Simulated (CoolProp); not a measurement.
Vapour-liquid equilibrium of dimethyl ether (1) + isobutane (2) at 313.7 K; x and y are mole fractions of (1).

The numbers come from the multi-fluid Helmholtz-energy mixture model, Wu 2011 and Bücker 2006; pair parameters Bell 2016 in CoolProp.

**Question.** Give the bubble pressure and the first vapour's composition at x = 0.05, 0.45, 0.75. Is there an azeotrope?

**Answer.** x = 0.05: 0.5770 MPa, y = 0.102; x = 0.45: 0.7889 MPa, y = 0.568; x = 0.75: 0.8735 MPa, y = 0.791. No azeotrope shows between x = 0.05 and 0.95.

Pair parameters are fitted to limited data, so mixtures are less certain than the pure fluids.
